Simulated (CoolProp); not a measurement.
Vapour-liquid equilibrium of acetone (1) + cyclohexane (2) at 0.529 MPa; x and y are mole fractions of (1).

Values from CoolProp's multi-fluid Helmholtz-energy mixture model, Lemmon 2006 and Zhou 2014; pair parameters Bell 2016.

Problem. Give the bubble temperature and the first vapour's composition at x = 0.125, 0.425, 0.575. Is there an azeotrope?

Solution. x = 0.125: 401.6 K, y = 0.377; x = 0.425: 389.1 K, y = 0.613; x = 0.575: 387.0 K, y = 0.678. y crosses x between x = 0.8 and 0.875: the model has an azeotrope there.

Pair parameters are fitted to limited data, so mixtures are less certain than the pure fluids.
